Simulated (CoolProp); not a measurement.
Aqueous magnesium chloride as a coolant, 24 % by mass, freezing at -44.4 °C, 1 atm.

The numbers come from the Melinder's fits for secondary coolants in CoolProp.

| T (°C) | cp (kJ/(kg K)) | viscosity (mPa s) | density (kg/m³) | Prandtl number |
|---|---|---|---|---|
| -28.1 | [?] | [?] | 1239 | 431 |
| -19.6 | 2.839 | 42.5 | 1237 | 263 |
| -11 | 2.858 | 26.9 | 1234 | 162 |
| -2.4 | 2.877 | [?] | 1229 | 102 |
| 6.2 | 2.897 | [?] | 1225 | 66.3 |
| 14.7 | 2.915 | 8.15 | [?] | 45.3 |
| 23.3 | [?] | 5.99 | 1215 | 32.6 |
| 31.9 | 2.945 | [?] | 1211 | 24.9 |

### Question
What belongs in the gaps?

### Answer

- -28.1, cp (kJ/(kg K)): 2.822
- -28.1, viscosity (mPa s): 67.7
- -2.4, viscosity (mPa s): 17.4
- 6.2, viscosity (mPa s): 11.6
- 14.7, density (kg/m³): 1220
- 23.3, cp (kJ/(kg K)): 2.932
- 31.9, viscosity (mPa s): 4.69
